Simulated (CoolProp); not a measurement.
Vapour-liquid equilibrium of hydrogen sulfide (1) + n-butane (2) at 331.8 K; x and y are mole fractions of (1).

The numbers come from the multi-fluid Helmholtz-energy mixture model, Lemmon 2006 and Bücker 2006; pair parameters Kunz 2012 in CoolProp.

### Question
Give the bubble pressure and the first vapour's composition at x = 0.125, 0.8, 0.95. Is there an azeotrope?

### Answer
x = 0.125: 12.11 bar, y = 0.490; x = 0.8: 36.29 bar, y = 0.915; x = 0.95: 40.86 bar, y = 0.975. No azeotrope shows between x = 0.05 and 0.95.

The pair parameters rest on a limited set of measurements; away from them the model extrapolates.
